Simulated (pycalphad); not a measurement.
CALPHAD calculation (pycalphad, COST 507 light-alloy database (1999)), 1 atm. The data set is of 1999 and partly superseded. Amounts are mole fractions of atoms.

Task: Give the equilibrium state of Hf-0.28C (at.%) at 2250 K.

Result: bcc, fraction 0.923, with 0.14 C at.%; hcp, fraction 0.077, with 2.0 C at.%.
